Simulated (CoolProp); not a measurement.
CH3F (R41) along the isotherm 65.75 °C: density (kg/m³) from the reference equation and from simpler models built on Tc = 44.1 °C, pc = 59.06 bar, ω = 0.200; each cubic takes its own stable root.

Values from CoolProp's reference Helmholtz-energy equation of state, Lemmon 2006. It is a short technical equation, of lower accuracy than the large ones.

| p (bar) | phase | reference |
|---|---|---|
| 65.6 | supercritical | 141.1 |
| 131 | supercritical | 490.5 |
| 197 | supercritical | 567.0 |
| 262 | supercritical | 608.6 |
| 328 | supercritical | 638.8 |
| 394 | supercritical | 662.5 |
| 459 | supercritical | 682.0 |
| 525 | supercritical | 699.1 |
| 591 | supercritical | 714.1 |

How far does each simpler model (ideal gas, van der Waals, Redlich-Kwong, Soave-Redlich-Kwong, Peng-Robinson) lie from the reference over these 9 states: mean and median of the absolute difference, and the worst?


- ideal gas: mean 34.6 %, median 38.0 %, worst -67.7 % at 65.75 °C and 131 bar
- van der Waals: mean 31.6 %, median 35.4 %, worst -36.4 % at 65.75 °C and 591 bar
- Redlich-Kwong: mean 17.7 %, median 18.7 %, worst -22.1 % at 65.75 °C and 131 bar
- Soave-Redlich-Kwong: mean 19.1 %, median 19.4 %, worst -24.8 % at 65.75 °C and 131 bar
- Peng-Robinson: mean 11.0 %, median 10.7 %, worst -17.7 % at 65.75 °C and 131 bar
